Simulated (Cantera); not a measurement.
Cantera run:

```python
import numpy as np
import cantera as ct

gas_names = """
    CL CLO CL2 H HCL HOCL HO2 H2 H2O H2O2 Mg MgCL MgCL2 MgH MgO MgOH MgO2H2 Mg2 O OH O2 O3
""".split()
cond_names = """
    H2O(s) H2O(L) Mg(cr) Mg(L) MgCL2(s) MgCL2(L) MgO(s) MgO(L) MgO2H2(s)
""".split()


# ... load() reads the species with a 1 bar reference pressure and builds the phases ...
atoms = {
    'MgO': {'Mg': 1, 'O': 1},
    'HCl': {'H': 1, 'CL': 1},
    'O2': {'O': 2},
}
top_T = {}  # K; cautious upper limits of use, not melting points


# ... equilibrate(T, P, feed) seeds the gas with the atoms and calls Mixture.equilibrate('TP', solver="vcs", rtol=1e-11, max_steps=5000) ...
results = []
feed = {'MgO': 1, 'HCl': 2.2, 'O2': 0.16}  # mol
T = 1150  # K
P = 100  # Pa
mix = equilibrate(T, P, feed)
results.append((T, P, feed, dict(zip(mix.species_names, mix.species_moles))))
print(gas.report(threshold=0.001))
for i in range(1, mix.n_phases):
    print(f"{mix.phase(i).name:16s} {mix.phase_moles(i):12.5e} mol")
```

Output:

```
       temperature   1150 K
          pressure   100 Pa
           density   0.0003829 kg/m^3
  mean mol. weight   36.611 kg/kmol
   phase of matter   gas

                          1 kg             1 kmol
                     ---------------   ---------------
          enthalpy        -1.703e+06        -6.235e+07  J
   internal energy       -1.9642e+06       -7.1912e+07  J
           entropy            7977.2        2.9206e+05  J/K
    Gibbs function       -1.0877e+07       -3.9821e+08  J
 heat capacity c_p            903.26             33069  J/K
 heat capacity c_v            676.15             24755  J/K

                      mass frac. Y      mole frac. X     chem. pot. / RT
                     ---------------   ---------------   ---------------
                CL          0.012607           0.01302           -20.077
               CL2          0.043664          0.022547           -40.154
               HCL           0.86967           0.87333           -41.341
               H2O          0.016323          0.033172           -60.924
             MgCL2          0.010699         0.0041142            -91.14
                O2          0.047027          0.053807           -36.791
     [  +16 minor]        9.3962e-06        8.9931e-06

Mg(L)             0.00000e+00 mol
MgCL2(L)          0.00000e+00 mol
MgO(s)            9.90368e-01 mol
```

Equilibrium computed with Cantera from the NASA thermochemical tables; the gas is ideal and each condensed phase is pure.
